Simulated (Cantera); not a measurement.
A perfectly stirred reactor is fed with N2O = 1 (molar parts), at 1.01 bar; it is held at 1200 K, and followed from long to short residence time.

Model: GRI-Mech 3.0 (53 species, 325 reactions), integrated in Cantera. GRI-Mech 3.0 was tuned for natural gas; its chemistry of N2O as a main component is partial and can be far from experiment. The mechanism lacks the step 2 NO + O2 → 2 NO2, which can matter for NO2 below about 1400 K. The temperature is held fixed by assumption; the heat of reaction is taken as removed at once.

Question: What does this change do: temperature 1200 to 1525 K?

Answer: 
```tsv
quantity	before	after
x(N2O) at τ = 0.340 s	0.778	0.0382
x(NO) at τ = 0.340 s	0.0146	0.0833
x(O) at τ = 0.340 s	1.56e-6	2.90e-5
x(N2) at τ = 0.340 s	0.141	0.599
x(NO2) at τ = 0.340 s	0.000159	0.000529
x(N2O) at τ = 34.0 ms	0.971	0.238
x(NO) at τ = 34.0 ms	0.00200	0.108
x(O) at τ = 34.0 ms	1.71e-6	6.01e-5
x(N2) at τ = 34.0 ms	0.0183	0.454
x(NO2) at τ = 34.0 ms	1.63e-5	0.000678
```
